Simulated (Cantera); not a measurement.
Gas-phase reforming

A perfectly stirred reactor is fed with 45.5 % CH4, 45.5 % CO2, 9.09 % H2, at 0.240 bar; it is held at 2175 K, and followed from long to short residence time.

Detailed kinetics in Cantera: GRI-Mech 3.0 (53 species, 325 reactions).

| τ (s) | x CH4 | x CO2 | x H2 | x CH2 | x HCO |
|---|---|---|---|---|---|
| 0.55 | 0.00151 | 0.00291 | 0.502 | 6.61e-6 | 2.09e-7 |
| 0.22 | 0.00250 | 0.00485 | 0.492 | 9.97e-6 | 2.36e-7 |
| 0.088 | 0.00417 | 0.00822 | 0.475 | 1.48e-5 | 3.08e-7 |
| 0.035 | 0.00697 | 0.0142 | 0.449 | 2.16e-5 | 4.73e-7 |
| 0.014 | 0.0116 | 0.0248 | 0.413 | 3.06e-5 | 8.10e-7 |
| 0.0055 | 0.0196 | 0.0451 | 0.370 | 4.21e-5 | 1.44e-6 |
| 0.0022 | 0.0344 | 0.0832 | 0.334 | 5.35e-5 | 2.45e-6 |
| 0.00088 | 0.0635 | 0.150 | 0.320 | 6.14e-5 | 4.09e-6 |
| 0.00035 | 0.117 | 0.240 | 0.313 | 6.45e-5 | 6.70e-6 |
| 0.00014 | 0.197 | 0.329 | 0.278 | 6.47e-5 | 9.52e-6 |
x: mole fraction; the columns are a selection and need not sum to one.
